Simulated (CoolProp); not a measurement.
Properties of m-xylene along the isotherm 620 K.

Values from CoolProp's reference Helmholtz-energy equation of state, Zhou 2012.

```csv
p (bar),phase,Z,cp (kJ/(kg K)),cv (kJ/(kg K)),expansivity (1/kK),Prandtl number
1.12,gas,0.9885,2.232,2.149,1.674,0.690
1.69,gas,0.9827,2.235,2.151,1.707,0.693
2.54,gas,0.9738,2.241,2.153,1.758,0.697
3.84,gas,0.9601,2.250,2.156,1.840,0.704
5.79,gas,0.9390,2.265,2.161,1.978,0.714
8.73,gas,0.9061,2.291,2.169,2.220,0.729
13.2,gas,?,?,2.184,2.704,0.752
19.9,gas,0.7638,2.465,?,3.887,0.792
30,gas,0.5873,3.048,?,9.607,0.931
45.2,supercritical,0.2136,3.755,2.303,10.21,2.41
68.2,supercritical,0.2851,3.108,2.260,4.636,2.48
103,supercritical,0.3984,?,2.244,3.021,?
155,supercritical,0.5622,2.775,2.235,2.180,2.83
234,supercritical,0.7999,2.694,2.230,1.643,?
353,supercritical,1.140,2.636,2.229,1.270,3.27
```

### Question
Some entries are withheld; supply them.

### Answer

- 13.2, Z: 0.8530
- 13.2, cp (kJ/(kg K)): 2.342
- 19.9, cv (kJ/(kg K)): 2.212
- 30, cv (kJ/(kg K)): 2.285
- 103, cp (kJ/(kg K)): 2.895
- 103, Prandtl number: 2.65
- 234, Prandtl number: 3.04

The peak of cp marks the crossing from liquid-like to gas-like fluid above the critical point.

Viscosity comes from a separate model (Cao 2016). Thermal conductivity comes from a separate model (Mylona 2014).
